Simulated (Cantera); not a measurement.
Input: 1 mol Fe2O3, 2.8 mol CH4, 0.26 mol N2, equilibrated at 1350 K and 0.133 bar.

These are equilibrium values from Cantera (NASA tables, ideal gas, pure condensed phases), not measurements of a reactor. Candidate condensed phases: C, C6H6, C7H8, C8H18, Fe, Fe(CO)5, FeO, Fe(OH)2, Fe(OH)3, Fe2O3, Fe3O4, H2O; 140 gas species. Rates play no part.

Base state: H2 0.628, CO 0.319, N2 0.0300, H2O 0.0184, CO2 0.00474 (mole fractions); condensed: Fe(γ).

Q: What changes in the equilibrium state with this change: CH4 from 2.8 to 4.3 mol?

A: 
| species | before | after |
|---|---|---|
| H2 | 0.628 | 0.725 |
| CO | 0.319 | 0.253 |
| N2 | 0.0300 | 0.0219 |
| H2O | 0.0184 | 0.000140 |
| CO2 | 0.00474 | 2.49e-5 |
| CH4 | 2.53e-6 | 0.000403 |
| HCN | 3.73e-7 | 4.11e-5 |
| Fe(γ), mol | 2.00 | 2.00 |
| C(graphite), mol | 0 | 1.30 |
Condensed phases not in the tables: cementite and carbon dissolved in iron.
